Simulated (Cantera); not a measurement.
**Ignition delay**

Mixture: H₂ : O₂ : N₂ = 1 : 0.417 : 1.57 (molar parts), equivalence ratio 1.2, at 1.00 bar, adiabatic and at constant volume. Ignition delay is the time to a rise of 400 K.

Model: the H2/O2 subset of GRI-Mech 3.0, which has no nitrogen chemistry, integrated in Cantera. Where the delays flatten at high temperature, the 400 K rule measures the pace of heat release, not the induction time.

| T0 (K) | delay (ms) |
|---|---|
| 950 | 8.28 |
| 1050 | 0.143 |
| 1150 | 0.0612 |
| 1250 | 0.0352 |
| 1350 | 0.0233 |
| 1450 | 0.0171 |
| 1550 | 0.0138 |
| 1650 | 0.0121 |
| 1750 | 0.0114 |
